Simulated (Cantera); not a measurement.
A freely propagating, adiabatic, planar premixed flame of CH₄ : O₂ : N₂ : H₂ = 1 : 2.33 : 10.9 : 0.018 (molar parts), unburnt at 575 K and 3150 Torr; mixture-averaged transport, grid criteria slope 0.08 and curve 0.16, no radiation.

Cantera simulation using GRI-Mech 3.0 (53 species, 325 reactions); the numbers are that mechanism's predictions, not measurements. Burning velocities carry a grid error of a few per cent, more on coarse grids.

Question: Predict: laminar burning velocity; thermal thickness; peak x(CH₃); peak x(O); peak x(CO); peak x(CH₂CO).

Answer: 
```
Property                     Result
------------------------  ---------
laminar burning velocity  38.2 cm/s
thermal thickness          0.181 mm
peak x(CH₃)                0.000893
peak x(O)                   0.00134
peak x(CO)                   0.0250
peak x(CH₂CO)              0.000118
```
